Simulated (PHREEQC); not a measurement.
Consider water at 25 °C with 0.21 mol HBr and 0.00012 mol FeCl3 per kg of water. It is in equilibrium with CO2 at log p = -3.4 (atm). Otherwise closed; pH follows from the charge balance.

Computed with PHREEQC (ion-association model, wateq4f.dat).

Question: The ionic strength comes out as 0.211 mol/kgw. What activity coefficients do Cl-, Fe+3, H+, FeOH+2, Br- get?

Answer: Cl- 0.71, Fe+3 0.13, H+ 0.80, FeOH+2 0.29, Br- 0.74.

Precipitation was switched off in this run.
